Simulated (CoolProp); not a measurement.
Values from CoolProp's reference Helmholtz-energy equation of state, Lemmon 2006. It is a short technical equation, of lower accuracy than the large ones.

Task: Give the vapour pressure (MPa), liquid density (kg/m³), vapour density (kg/m³), enthalpy of vaporisation (kJ/kg) of saturated CH3F (R41) at 276.2, 294.9 K.

Result: 
| T (K) | p (MPa) | liquid density (kg/m³) | vapour density (kg/m³) | enthalpy of vaporisation (kJ/kg) |
|---|---|---|---|---|
| 276.2 | 2.21 | 668 | 46.7 | 324 |
| 294.9 | 3.54 | 591 | 84.2 | 253 |
